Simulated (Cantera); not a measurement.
# Premixed flame

A freely propagating, adiabatic, planar premixed flame of 10.0 % CH4, 22.6 % O2, 63.1 % N2, 4.31 % H2O, equivalence ratio 0.89, unburnt at 700 K and 47000 Pa; mixture-averaged transport, grid criteria slope 0.08 and curve 0.16, no radiation.

Model: GRI-Mech 3.0 (53 species, 325 reactions), integrated in Cantera. Burning velocities carry a grid error of a few per cent, more on coarse grids.

| z (mm) | T (K) | u (m/s) | x CH4 | x O2 | x CH2CO | x C2H6 | x CO2 | x NO |
|---|---|---|---|---|---|---|---|---|
| -1.52 | 700 | 2.54 | 0.100 | 0.226 | <1e-8 | 1.48e-8 | 1.80e-8 | <1e-8 |
| -1.02 | 701 | 2.55 | 0.1000 | 0.225 | <1e-8 | 4.59e-7 | 5.13e-7 | <1e-8 |
| -0.762 | 704 | 2.57 | 0.0995 | 0.224 | 1.79e-8 | 4.24e-6 | 4.66e-6 | <1e-8 |
| -0.508 | 736 | 2.70 | 0.0966 | 0.221 | 4.35e-7 | 6.49e-5 | 8.23e-5 | 4.66e-8 |
| -0.254 | 1039 | 3.88 | 0.0741 | 0.195 | 2.09e-5 | 0.000904 | 0.00208 | 7.25e-7 |
| -0.127 | 1428 | 5.40 | 0.0428 | 0.154 | 9.25e-5 | 0.000894 | 0.00723 | 2.18e-6 |
| 0 | 1816 | 6.96 | 0.0121 | 0.103 | 0.000130 | 9.73e-5 | 0.0173 | 5.32e-6 |
| 0.127 | 1993 | 7.67 | 0.00137 | 0.0688 | 3.89e-5 | 9.14e-7 | 0.0299 | 9.68e-6 |
| 0.254 | 2037 | 7.82 | 8.38e-5 | 0.0548 | 3.83e-6 | <1e-8 | 0.0412 | 1.30e-5 |
| 0.508 | 2073 | 7.92 | 2.85e-7 | 0.0470 | 2.07e-8 | <1e-8 | 0.0549 | 1.68e-5 |
| 1.02 | 2122 | 8.06 | <1e-8 | 0.0436 | <1e-8 | <1e-8 | 0.0637 | 2.28e-5 |
| 2.03 | 2188 | 8.27 | <1e-8 | 0.0413 | <1e-8 | <1e-8 | 0.0674 | 3.57e-5 |
| 4.07 | 2272 | 8.53 | <1e-8 | 0.0387 | <1e-8 | <1e-8 | 0.0709 | 6.56e-5 |
x: mole fraction of selected species; z is measured from the peak of heat release.

```yaml
laminar_burning_velocity: 254 cm/s
thermal_thickness: 0.508 mm
peak x(CH2CO): 0.000138
peak x(C2H6): 0.00112
grid_points: 168
```
